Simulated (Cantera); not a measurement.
A perfectly stirred reactor is fed with 23.0 % H2, 16.4 % O2, 60.7 % N2, equivalence ratio 0.70, at 31000 Pa; it is held at 948 K, and followed from long to short residence time.

Detailed kinetics in Cantera: GRI-Mech 3.0 (53 species, 325 reactions). Below about 950 K walls govern HO2 and H2O2 in real vessels. The temperature is held fixed by assumption; the heat of reaction is taken as removed at once.

Task: Predict: x(H2) at τ = 4.50 s; x(O2) at τ = 4.50 s; x(OH) at τ = 4.50 s; x(HO2) at τ = 4.50 s; x(H2) at τ = 98.0 ms; x(O2) at τ = 98.0 ms; x(OH) at τ = 98.0 ms; x(HO2) at τ = 98.0 ms.

Result: 
* **x(H2) at τ = 4.50 s**: 0.0123
* **x(O2) at τ = 4.50 s**: 0.0613
* **x(OH) at τ = 4.50 s**: 1.03e-6
* **x(HO2) at τ = 4.50 s**: 3.12e-5
* **x(H2) at τ = 98.0 ms**: 0.0223
* **x(O2) at τ = 98.0 ms**: 0.0660
* **x(OH) at τ = 98.0 ms**: 2.50e-5
* **x(HO2) at τ = 98.0 ms**: 4.53e-5
